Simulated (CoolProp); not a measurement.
A single-stage vapour-compression cycle with R113: evaporating at 300.15 K (dew point), condensing at 351.15 K (bubble point), superheat 2 K, subcooling 5 K, compressor efficiency 0.75, no pressure losses. Each further row changes one setting.

Model: reference Helmholtz-energy equation of state, Marx 1992, in CoolProp.

```csv
case,cooling COP,pressure ratio,discharge temperature (K),refrigerating effect (kJ/kg),volumetric capacity (kJ/m³)
as stated,3.68,5.18,351.2,109,402
evaporating temperature 305.15 K,4.25,4.29,351.2,112,494
condensing temperature 346.15 K,4.20,4.52,346.1,113,420
subcooling 10 K,3.84,5.18,351.2,113,420
superheat 12 K,3.75,5.18,361.0,115,412
compressor efficiency 0.65,3.19,5.18,356.4,109,402
```

The compression ends wet for: as stated; evaporating temperature 305.15 K; condensing temperature 346.15 K; subcooling 10 K.
